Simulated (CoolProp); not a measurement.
Saturated liquid density (kg/m³) of R1234ze(Z): the reference equation beside estimates from Tc = 150.1 °C, pc = 35.31 bar, ω = 0.327. Rackett uses Z = 0.29056 − 0.08775 ω.

Model: reference Helmholtz-energy equation of state, Akasaka 2019, in CoolProp.

```json
[
 {"T (°C)": "57.25", "reference": "1133", "Rackett": "1041", "van der Waals": "603.1", "Redlich-Kwong": "857.5", "Soave-Redlich-Kwong": "910.6", "Peng-Robinson": "1033"},
 {"T (°C)": "63.05", "reference": "1114", "Rackett": "[?]", "van der Waals": "593.7", "Redlich-Kwong": "840.5", "Soave-Redlich-Kwong": "893.6", "Peng-Robinson": "1014"},
 {"T (°C)": "68.85", "reference": "1096", "Rackett": "1008", "van der Waals": "[?]", "Redlich-Kwong": "822.9", "Soave-Redlich-Kwong": "[?]", "Peng-Robinson": "994.1"},
 {"T (°C)": "74.75", "reference": "1076", "Rackett": "990.3", "van der Waals": "573.6", "Redlich-Kwong": "804.2", "Soave-Redlich-Kwong": "856.8", "Peng-Robinson": "972.6"},
 {"T (°C)": "80.55", "reference": "[?]", "Rackett": "972.1", "van der Waals": "563.0", "Redlich-Kwong": "785.1", "Soave-Redlich-Kwong": "837.1", "Peng-Robinson": "950.3"},
 {"T (°C)": "86.35", "reference": "1034", "Rackett": "953.2", "van der Waals": "551.9", "Redlich-Kwong": "765.2", "Soave-Redlich-Kwong": "816.4", "Peng-Robinson": "926.7"},
 {"T (°C)": "92.15", "reference": "1012", "Rackett": "933.5", "van der Waals": "540.3", "Redlich-Kwong": "744.3", "Soave-Redlich-Kwong": "794.4", "Peng-Robinson": "901.6"},
 {"T (°C)": "98.05", "reference": "988.6", "Rackett": "[?]", "van der Waals": "527.9", "Redlich-Kwong": "721.9", "Soave-Redlich-Kwong": "770.7", "Peng-Robinson": "874.3"},
 {"T (°C)": "103.85", "reference": "963.9", "Rackett": "890.3", "van der Waals": "514.9", "Redlich-Kwong": "698.7", "Soave-Redlich-Kwong": "745.8", "Peng-Robinson": "845.6"}
]
```

Task: Complete the blanks.

Result: 
- 63.05, Rackett: 1025
- 68.85, van der Waals: 583.9
- 68.85, Soave-Redlich-Kwong: 875.8
- 80.55, reference: 1056
- 98.05, Rackett: 912.3

Absolute difference from the reference over all 9 rows, mean and median: Rackett 7.9 and 7.9 %, van der Waals 46.7 and 46.7 %, Redlich-Kwong 25.7 and 25.7 %, Soave-Redlich-Kwong 20.9 and 20.7 %, Peng-Robinson 10.2 and 10.0 %.
